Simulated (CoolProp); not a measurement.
Vapour-liquid equilibrium of ethane (1) + n-perfluorobutane (2) at 227.4 K; x and y are mole fractions of (1).

Model: multi-fluid Helmholtz-energy mixture model, Bücker 2006 and Gao 2022; pair parameters Bell 2016, in CoolProp.

| x | bubble pressure, mixture model (bar) | bubble pressure, Raoult's law (bar) | y, mixture model | y, Raoult's law |
|---|---|---|---|---|
| 0.05 | 0.8448 | 0.4284 | ? | 0.748 |
| 0.15 | 2.227 | 1.058 | 0.951 | 0.909 |
| 0.25 | 3.302 | 1.687 | 0.968 | 0.949 |
| 0.35 | 4.011 | 2.317 | 0.975 | 0.968 |
| 0.45 | 4.439 | 2.946 | 0.978 | 0.979 |
| 0.55 | 4.710 | 3.576 | ? | 0.986 |
| 0.65 | 4.940 | 4.205 | ? | 0.991 |
| 0.75 | 5.211 | 4.834 | 0.985 | 0.994 |
| 0.85 | 5.582 | 5.464 | 0.989 | 0.997 |
| 0.95 | 6.092 | 6.093 | 0.995 | 0.999 |

Task: Fill in the missing entries.

Result: 
- 0.05, y, mixture model: 0.867
- 0.55, y, mixture model: 0.980
- 0.65, y, mixture model: 0.982

The largest gap from Raoult's law is +110.5 % in bubble pressure, at x = 0.15. No azeotrope shows between x = 0.05 and 0.95.

The pair parameters rest on a limited set of measurements; away from them the model extrapolates. With so large a gap from Raoult's law the liquid may split in two, which this calculation doesn't test in full.
